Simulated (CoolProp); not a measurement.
Vapour-liquid equilibrium of carbonyl sulfide (1) + propane (2) at 70.75 °C; x and y are mole fractions of (1).

The numbers come from the multi-fluid Helmholtz-energy mixture model, Lemmon 2006 and Lemmon 2009; pair parameters Bell 2016 in CoolProp.

**Question.** Give the bubble pressure and the first vapour's composition at x = 0.125, 0.2, 0.425. Is there an azeotrope?

**Answer.** x = 0.125: 2.744 MPa, y = 0.144; x = 0.2: 2.809 MPa, y = 0.226; x = 0.425: 2.986 MPa, y = 0.458. No azeotrope shows between x = 0.05 and 0.95.

The pair parameters rest on a limited set of measurements; away from them the model extrapolates.
